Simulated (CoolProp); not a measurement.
Vapour-liquid equilibrium of R143a (1) + isobutene (2) at 0.0116 MPa; x and y are mole fractions of (1).

The numbers come from the multi-fluid Helmholtz-energy mixture model, Lemmon and Jacobsen 2000 and Lemmon 2005; pair parameters Bell 2016 in CoolProp.

```
x     bubble temperature (K)  y at the bubble point  dew temperature at overall composition x (K)  liquid density (mol/L)
----  ----------------------  ---------------------  --------------------------------------------  ----------------------
0.05                   207.4                  0.611                                           [?]                   12.37
0.2                    195.6                  0.855                                         217.9                   12.86
0.35                   192.9                  0.891                                         214.7                   13.21
0.5                      [?]                  0.906                                         210.9                   13.56
0.65                     [?]                  0.919                                         206.0                   13.94
0.8                    190.3                  0.940                                         199.1                     [?]
0.95                     [?]                  0.980                                         189.9                   14.85
```

Q: Complete the blanks.

A: 
- 0.05, dew temperature at overall composition x (K): 220.6
- 0.5, bubble temperature (K): 191.9
- 0.65, bubble temperature (K): 191.2
- 0.8, liquid density (mol/L): 14.37
- 0.95, bubble temperature (K): 189.2

No azeotrope shows between x = 0.05 and 0.95.

Pair parameters are fitted to limited data, so mixtures are less certain than the pure fluids. With so large a gap from Raoult's law the liquid may split in two, which this calculation doesn't test in full.
